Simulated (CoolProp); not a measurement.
Values from CoolProp's reference Helmholtz-energy equation of state, Wu 2012.

Give the vapour pressure (MPa), liquid density (kg/m³), vapour density (kg/m³), liquid cp (kJ/(kg K)) of saturated fluoroethane (R161) at -60.75 °C.


| T (°C) | p (MPa) | liquid density (kg/m³) | vapour density (kg/m³) | liquid cp (kJ/(kg K)) |
|---|---|---|---|---|
| -60.75 | 0.0305 | 850 | 0.841 | 1.92 |
